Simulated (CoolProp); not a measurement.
Vapour-liquid equilibrium of p-xylene (1) + n-decane (2) at 540.4 K; x and y are mole fractions of (1).

Computed with CoolProp (multi-fluid Helmholtz-energy mixture model, Zhou 2012 and Lemmon 2006; pair parameters Bell 2016).

Give the bubble pressure and the first vapour's composition at x = 0.05, 0.35, 0.8. Is there an azeotrope?

x = 0.05: 7.060 bar, y = 0.078; x = 0.35: 8.841 bar, y = 0.459; x = 0.8: 11.60 bar, y = 0.860. No azeotrope shows between x = 0.05 and 0.95.

Pair parameters are fitted to limited data, so mixtures are less certain than the pure fluids.
